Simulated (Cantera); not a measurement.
Input: 1 mol Si, 4 mol HF, 1.4 mol N₂, equilibrated at 1102 °C and 11.0 mbar.

Equilibrium computed with Cantera from the NASA thermochemical tables; the gas is ideal and each condensed phase is pure. Candidate condensed phases: Si, Si₃N₄; 37 gas species. The tables' values for SiF₃, SiF₂ are old estimates; treat these amounts as uncertain. Equilibrium is a limit: real reactors are often held back by kinetics, nucleation or transport.

Base state: H₂ 0.447, N₂ 0.317, SiF₄ 0.217, HF 0.00969, SiF₃ 0.00746, SiHF₃ 0.00184, SiF₂ 0.000186, H 2.18e-5 (mole fractions); condensed: gas only.

**Question.** What changes in the equilibrium state with this change: 0.018 mol H₂O added?

**Answer.** 
```csv
species,before,after
H₂,0.447,0.443
N₂,0.317,0.314
SiF₄,0.217,0.217
HF,0.00969,0.0218
SiF₃,0.00746,0.00330
H₂O,0,3.86e-5
SiO,0,3.43e-5
SiF₂,0.000186,3.62e-5
"SiO₂(β-quartz), mol",0,0.00531
"Si₂N₂O(s), mol",0,0.00706
```
N₂ is the only nitrogen source here; it is nearly inert below about 1500 K, so the nitride shown seldom forms there in practice. Mutual solubility and eutectic melting of coexisting phases are not modelled. The tables hold silica as quartz up to 1696 K and as liquid above; real silica turns to tridymite and cristobalite and melts near 1996 K. Further candidate phases: H₂O, SiO₂, Si₂N₂O.

**Question.** What changes in the equilibrium state with this change: pressure from 11.0 mbar to 46.0 mbar?

**Answer.** 
```json
[
 {"species": "H₂", "before": "0.447", "after": "0.448"},
 {"species": "N₂", "before": "0.317", "after": "0.317"},
 {"species": "SiF₄", "before": "0.217", "after": "0.219"},
 {"species": "SiF₃", "before": "0.00746", "after": "0.00482"},
 {"species": "HF", "before": "0.00969", "after": "0.00743"},
 {"species": "SiF₂", "before": "0.000186", "after": "7.65e-5"},
 {"species": "H", "before": "2.18e-5", "after": "1.07e-5"},
 {"species": "SiH₂F₂", "before": "7.32e-6", "after": "1.27e-5"}
]
```
